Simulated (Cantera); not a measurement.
An isothermal, constant-pressure homogeneous reactor starts with N₂O : H₂O = 1 : 0.0062 (molar parts), at 1150 K and 1.00 bar. Integrator tolerance rtol = 1e-08.

Cantera simulation using GRI-Mech 3.0 (53 species, 325 reactions); the numbers are that mechanism's predictions, not measurements. GRI-Mech 3.0 was tuned for natural gas; its chemistry of N2O as a main component is partial and can be far from experiment. The mechanism lacks the step 2 NO + O2 → 2 NO2, which can matter for NO2 below about 1400 K. The temperature is held fixed by assumption; the heat of reaction is taken as removed at once.

```json
[
 {"quantity": "x(N₂O) at 3.00 s", "before": "0.440 (gas-phase equilibrium 1.01e-8)", "after": "0.987 (gas-phase equilibrium 7.84e-10)"},
 {"quantity": "x(H₂O) at 3.00 s", "before": "0.00502 (gas-phase equilibrium 0.00412)", "after": "0.00615 (gas-phase equilibrium 0.00412)"},
 {"quantity": "x(OH) at 3.00 s", "before": "3.64e-6 (gas-phase equilibrium 3.36e-7)", "after": "2.76e-6 (gas-phase equilibrium 1.21e-6)"},
 {"quantity": "x(NO₂) at 3.00 s", "before": "0.000476 (gas-phase equilibrium 4.15e-6)", "after": "4.89e-5 (gas-phase equilibrium 3.21e-7)"},
 {"quantity": "x(O) at 3.00 s", "before": "4.91e-7 (gas-phase equilibrium 4.82e-9)", "after": "8.18e-7 (gas-phase equilibrium 6.22e-8)"}
]
```

Problem. Which change was made?
A) pressure from 1.00 bar to 4.50 Torr
B) pressure from 1.00 bar to 0.210 bar
C) N2O 1 to 0.25 parts
D) pressure from 1.00 bar to 0.660 bar

Solution. A, pressure from 1.00 bar to 4.50 Torr
